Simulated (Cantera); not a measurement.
Diamond growth

A diamond (100) surface in a fixed gas of H2 with x(CH4) = 0.026, x(CH3) = 8e-05, at 925 K, 1600 Pa; coverages are run to steady state.

Computed with Cantera and the Harris–Goodwin 1993 mechanism for the reconstructed diamond (100) surface.

```tsv
x(H)	growth (µm/h)	θ c6HH	θ c6H*	θ c6*H	θ c6**	θ c6HM
0.0001	0.161	0.501	0.00862	0.222	0.00244	0.209
0.00024	0.264	0.552	0.00983	0.253	0.00355	0.142
0.00058	0.355	0.603	0.0109	0.281	0.00445	0.0794
0.0014	0.413	0.636	0.0116	0.298	0.00500	0.0383
0.0034	0.443	0.654	0.0120	0.308	0.00528	0.0169
0.0081	0.456	0.661	0.0121	0.312	0.00540	0.00731
0.02	0.462	0.665	0.0122	0.313	0.00546	0.00300
0.047	0.465	0.666	0.0124	0.314	0.00549	0.00128
0.11	0.466	0.667	0.0126	0.314	0.00552	0.000550
```
θ: site fractions in the mechanism's names (c6HH fully hydrogenated, c6H* and c6*H radical sites, c6** diradical, c6HM methylated).
